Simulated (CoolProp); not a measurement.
Vapour-liquid equilibrium of R125 (1) + R1234yf (2) at 0.0116 MPa; x and y are mole fractions of (1).

Values from CoolProp's multi-fluid Helmholtz-energy mixture model, Lemmon 2005 and Lemmon 2022; pair parameters Bell 2023.

```
x     bubble temperature, mixture model (K)  bubble temperature, Raoult's law (K)  y, mixture model  y, Raoult's law
----  -------------------------------------  ------------------------------------  ----------------  ---------------
0.05                                  202.5                                 202.6             0.127            0.125
0.15                                  200.3                                 200.4             0.328            0.326
0.25                                  198.4                                 198.5             0.481            0.480
0.35                                  196.7                                 196.8             0.600            0.601
0.45                                  195.2                                 195.3             0.695            0.697
0.55                                  193.9                                 194.0             0.773            0.776
0.65                                  192.7                                 192.7             0.839            0.841
0.75                                  191.6                                 191.6             0.894            0.896
0.85                                  190.6                                 190.6             0.941            0.942
0.95                                  189.6                                 189.6             0.982            0.982
```

The largest gap from Raoult's law is -0.1 K in bubble temperature, at x = 0.25. No azeotrope shows between x = 0.05 and 0.95.

Pair parameters are fitted to limited data, so mixtures are less certain than the pure fluids.
